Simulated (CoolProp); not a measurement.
A closed Brayton cycle with carbon dioxide: compressor inlet 308.15 K and 7.9 MPa, high pressure 27.2 MPa, turbine inlet 640 K, compressor efficiency 0.85, turbine efficiency 0.85, recuperator effectiveness 0.9 (on enthalpy, no pinch check). Each further row changes one setting.

Model: reference Helmholtz-energy equation of state, Span 1996, in CoolProp.

```csv
case,thermal efficiency (%),net work (kJ/kg),compressor to turbine work,compressor exit (K),turbine exit (K)
as stated,(withheld),64.5,0.41,379.9,518.2
turbine inlet 590 K,23.3,(withheld),0.46,379.9,472.4
compressor inlet 318.15 K,22.2,(withheld),(withheld),418.3,518.2
high pressure 23.1 MPa,26.3,60.1,(withheld),370.0,(withheld)
recuperator effectiveness 0.5,21.0,64.5,0.41,379.9,518.2
```

### Question
Fill in the missing entries.

### Answer

- as stated, thermal efficiency (%): 26.6
- turbine inlet 590 K, net work (kJ/kg): 52.5
- compressor inlet 318.15 K, net work (kJ/kg): 46.6
- compressor inlet 318.15 K, compressor to turbine work: 0.57
- high pressure 23.1 MPa, compressor to turbine work: 0.38
- high pressure 23.1 MPa, turbine exit (K): 534.0
